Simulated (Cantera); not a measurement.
A Cantera script and what it prints.

```python
import numpy as np
import cantera as ct

gas_names = [...]  # 109 gases of nasa_gas.yaml made of C, Cl, H, Si
cond_names = """
    C(gr) C6H6(L) C7H8(L) C8H18(L),n-octa Si(cr) Si(L) SiC(b)
""".split()


# ... load() reads the species with a 1 bar reference pressure and builds the phases ...
atoms = {
    'SiHCl3': {'Si': 1, 'H': 1, 'CL': 3},
    'CH4': {'C': 1, 'H': 4},
    'H2': {'H': 2},
}
top_T = {'C(gr)': 4500, 'SiC(b)': 3050}  # K; cautious upper limits of use, not melting points


# ... equilibrate(T, P, feed) seeds the gas with the atoms and calls Mixture.equilibrate('TP', solver="vcs", rtol=1e-11, max_steps=5000) ...
results = []
feed = {'SiHCl3': 1, 'CH4': 1.9, 'H2': 290}  # mol
T = 1148.15  # K
for P in [100, 270, 720, 1900, 5200, 14000, 37000, 100000]:
    mix = equilibrate(T, P, feed)
    results.append((T, P, feed, dict(zip(mix.species_names, mix.species_moles))))

top = {s: max(r[3][s] / sum(r[3][g] for g in gas_names) for r in results) for s in gas_names}
cols = sorted((s for s in top if top[s] > 1e-06), key=lambda s: -top[s])[:5]
seen = [c for c in cond_names if any(r[3].get(c, 0) > 1e-12 for r in results)]
print("log10 of partial pressures in bar; condensed amounts in mol")
print(f"{'P/Pa':>10s}" + "".join(f"{s[:9]:>10s}" for s in cols + seen))
for T, P, feed, n in results:
    ng = sum(n[g] for g in gas_names)
    print(f"{P:10.4g}" + "".join(f"{np.log10(max(n[s] / ng * P / 1e5, 1e-99)):10.3f}" for s in cols)
          + "".join(f"{n.get(c, 0):10.4g}" for c in seen))
```

It prints:

```
log10 of partial pressures in bar; condensed amounts in mol
      P/Pa        H2       HCL       CH4    SiHCL3     SiCL4     C(gr)    SiC(b)
       100    -3.004    -4.994    -7.633   -11.817   -12.109    0.8932    0.9999
       270    -2.573    -4.563    -6.770   -10.954   -11.246    0.8815    0.9999
       720    -2.147    -4.136    -5.918   -10.102   -10.394    0.8505    0.9999
      1900    -1.726    -3.715    -5.076    -9.259    -9.550    0.7694    0.9999
      5200    -1.289    -3.277    -4.202    -8.383    -8.674    0.5433    0.9999
   1.4e+04    -0.860    -2.847    -3.369    -7.494    -7.783         0    0.9998
   3.7e+04    -0.438    -2.425    -2.947    -6.229    -6.519         0    0.9989
     1e+05    -0.006    -1.996    -2.512    -4.944    -5.236         0    0.9931
```

These are equilibrium values from Cantera (NASA tables, ideal gas, pure condensed phases), not measurements of a reactor.
